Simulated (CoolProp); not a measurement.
R1233zd(E) along the isobar 0.586 MPa: Z from the reference equation and from simpler models built on Tc = 165.7 °C, pc = 3.583 MPa, ω = 0.304; each cubic takes its own stable root.

Model: reference Helmholtz-energy equation of state, Akasaka 2022, in CoolProp.

```
T (°C)   phase  reference
------  ------  ---------
48.25   liquid    0.02373
56.85   liquid    0.02357
65.45   liquid    0.02345
73.95   liquid    0.02338
82.55      gas     0.8668
91.15      gas     0.8787
99.75      gas     0.8892
108.25     gas     0.8983
116.85     gas     0.9065
125.45     gas     0.9138
133.95     gas     0.9203
142.55     gas     0.9262
151.15     gas     0.9316
159.75     gas     0.9364
168.25     gas     0.9408
176.85     gas     0.9448
```

How far does each simpler model (van der Waals, Redlich-Kwong, Peng-Robinson) lie from the reference over these 16 states: mean and median of the absolute difference, and the worst?


- van der Waals: mean 931.0 %, median 3.0 %, worst +3782.8 % at 73.95 °C and 0.586 MPa
- Redlich-Kwong: mean 458.2 %, median 1.3 %, worst +3667.8 % at 73.95 °C and 0.586 MPa
- Peng-Robinson: mean 0.4 %, median 0.3 %, worst -1.3 % at 48.25 °C and 0.586 MPa

At some of these states van der Waals, Redlich-Kwong gives the other phase, because its saturation line lies elsewhere.
